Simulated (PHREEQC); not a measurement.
1.1 g of hydrous ferric oxide (600 m²/g; 0.2 weak and 0.005 strong sites per Fe, Dzombak-Morel constants, diffuse double layer) in 1 kg of water with 0.1 mol/kgw of an inert sodium salt and 0.15 mmol/kgw PbCl2 and 0.0046 mmol/kgw ZnCl2, at 25 °C; the pH is set by adding NaOH or the inert anion's acid. Oxygen alone is held at its pressure in air (log pO2 = -0.68). CO2 from the air is kept out. Nothing may precipitate in this run.

Base run: PHREEQC, ion-association model, wateq4f.dat. Each further column changes one thing. The table gives Zn sorbed (%).

| pH | base | no electrostatic term (-no_edl) | background salt from 0.1 to 0.01 mol/kgw | oxide from 1.1 to 5.5 g/kgw | 0.0022 mol/kgw H3BO3 added |
|---|---|---|---|---|---|
| 4 | 0.0 | 0.0 | 0.0 | 0.3 | 0.0 |
| 5 | 0.3 | … | 0.3 | 16.7 | 0.3 |
| 5.5 | 2.2 | … | 2.0 | 60.0 | 2.2 |
| 6 | 13.7 | 32.8 | 12.9 | 91.6 | 13.6 |
| 7 | 89.2 | … | 90.6 | 99.8 | 89.1 |
| 8 | 99.8 | 99.9 | 99.9 | 100.0 | 99.8 |
| 8.5 | 100.0 | 99.9 | 100.0 | 100.0 | 100.0 |
| 9 | 100.0 | 99.9 | 100.0 | 100.0 | 100.0 |
| 10 | 100.0 | … | 100.0 | 100.0 | 100.0 |

Complete the blanks.


- 5, no electrostatic term (-no_edl): 0.5
- 5.5, no electrostatic term (-no_edl): 4.8
- 7, no electrostatic term (-no_edl): 97.1
- 10, no electrostatic term (-no_edl): 93.8
